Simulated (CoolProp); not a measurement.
Vapour-liquid equilibrium of CH2F2 (R32) (1) + dimethyl ether (2) at 0.0232 MPa; x and y are mole fractions of (1).

The numbers come from the multi-fluid Helmholtz-energy mixture model, Tillner-Roth 1997 and Wu 2011; pair parameters Bell 2016 in CoolProp.

```
x     bubble temperature, mixture model (°C)  bubble temperature, Raoult's law (°C)  y, mixture model  y, Raoult's law
----  --------------------------------------  -------------------------------------  ----------------  ---------------
0.05                              (withheld)                                  -56.4        (withheld)            0.171
0.2                                    -61.8                                  -61.9             0.502            0.503
0.35                              (withheld)                                  -66.1        (withheld)            0.692
0.5                                    -69.8                                  -69.3        (withheld)            0.810
0.65                                   -72.5                                  -72.0        (withheld)            0.890
0.8                                    -74.5                                  -74.3             0.943            0.947
0.95                              (withheld)                                  -76.2             0.986            0.988
```

Problem. Fill in the missing entries.

Solution. 
- 0.05, bubble temperature, mixture model (°C): -56.1
- 0.05, y, mixture model: 0.158
- 0.35, bubble temperature, mixture model (°C): -66.4
- 0.35, y, mixture model: 0.701
- 0.5, y, mixture model: 0.819
- 0.65, y, mixture model: 0.892
- 0.95, bubble temperature, mixture model (°C): -76.3

The largest gap from Raoult's law is -0.5 K in bubble temperature, at x = 0.5. No azeotrope shows between x = 0.05 and 0.95.

The pair parameters rest on a limited set of measurements; away from them the model extrapolates. The gap from Raoult's law changes sign with composition, which may be real or a fault of the pair parameters; it wasn't checked against measurements.
